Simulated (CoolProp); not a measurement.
Chlorine at 293.15 K and 19.9 MPa is throttled through a valve to 13.4 MPa with no heat exchange. Each further row changes one setting.

Values from CoolProp's reference Helmholtz-energy equation of state, Thol 2021.

```csv
case,temperature change (K),final density (kg/m³)
as stated,+2.1,1440
outlet pressure 4.02 MPa,+4.8,1400
outlet pressure 17.4 MPa,+0.8,1450
```
